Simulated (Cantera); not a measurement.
A Cantera script and what it prints.

```python
import numpy as np
import cantera as ct

gas_names = """
    B BN BO BO2 B2 B2O B2O2 B2O3 N NO NO2 NO3 N2 N2O O O2 O3
""".split()
cond_names = """
    B(b) B(L) BN(s) B2O3(L)
""".split()


# ... load() reads the species with a 1 bar reference pressure and builds the phases ...
atoms = {
    'B': {'B': 1},
    'O2': {'O': 2},
    'N2': {'N': 2},
}
top_T = {'BN(s)': 3200}  # K; cautious upper limits of use, not melting points


# ... equilibrate(T, P, feed) seeds the gas with the atoms and calls Mixture.equilibrate('TP', solver="vcs", rtol=1e-11, max_steps=5000) ...
results = []
feed = {'B': 1, 'O2': 3.3, 'N2': 170}  # mol
for P in [10, 32, 100, 320, 1000, 3200, 10000, 32000, 100000]:
    for T in [1400, 1500, 1600, 1700, 1800, 1900, 2000, 2100, 2200]:
        mix = equilibrate(T, P, feed)
        results.append((T, P, feed, dict(zip(mix.species_names, mix.species_moles))))

for T, P, feed, n in results:
    print(f"{T:7g} {P:10.4g}  " + (" + ".join(c for c in cond_names if n.get(c, 0) > 1e-12) or "gas only"))
```

It prints:

```
   1400         10  gas only
   1500         10  gas only
   1600         10  gas only
   1700         10  gas only
   1800         10  gas only
   1900         10  gas only
   2000         10  gas only
   2100         10  gas only
   2200         10  gas only
   1400         32  gas only
   1500         32  gas only
   1600         32  gas only
   1700         32  gas only
   1800         32  gas only
   1900         32  gas only
   2000         32  gas only
   2100         32  gas only
   2200         32  gas only
   1400        100  B2O3(L)
   1500        100  gas only
   1600        100  gas only
   1700        100  gas only
   1800        100  gas only
   1900        100  gas only
   2000        100  gas only
   2100        100  gas only
   2200        100  gas only
   1400        320  B2O3(L)
   1500        320  gas only
   1600        320  gas only
   1700        320  gas only
   1800        320  gas only
   1900        320  gas only
   2000        320  gas only
   2100        320  gas only
   2200        320  gas only
   1400       1000  B2O3(L)
   1500       1000  B2O3(L)
   1600       1000  gas only
   1700       1000  gas only
   1800       1000  gas only
   1900       1000  gas only
   2000       1000  gas only
   2100       1000  gas only
   2200       1000  gas only
   1400       3200  B2O3(L)
   1500       3200  B2O3(L)
   1600       3200  gas only
   1700       3200  gas only
   1800       3200  gas only
   1900       3200  gas only
   2000       3200  gas only
   2100       3200  gas only
   2200       3200  gas only
   1400      1e+04  B2O3(L)
   1500      1e+04  B2O3(L)
   1600      1e+04  B2O3(L)
   1700      1e+04  gas only
   1800      1e+04  gas only
   1900      1e+04  gas only
   2000      1e+04  gas only
   2100      1e+04  gas only
   2200      1e+04  gas only
   1400    3.2e+04  B2O3(L)
   1500    3.2e+04  B2O3(L)
   1600    3.2e+04  B2O3(L)
   1700    3.2e+04  B2O3(L)
   1800    3.2e+04  gas only
   1900    3.2e+04  gas only
   2000    3.2e+04  gas only
   2100    3.2e+04  gas only
   2200    3.2e+04  gas only
   1400      1e+05  B2O3(L)
   1500      1e+05  B2O3(L)
   1600      1e+05  B2O3(L)
   1700      1e+05  B2O3(L)
   1800      1e+05  gas only
   1900      1e+05  gas only
   2000      1e+05  gas only
   2100      1e+05  gas only
   2200      1e+05  gas only
```

These are equilibrium values from Cantera (NASA tables, ideal gas, pure condensed phases), not measurements of a reactor.
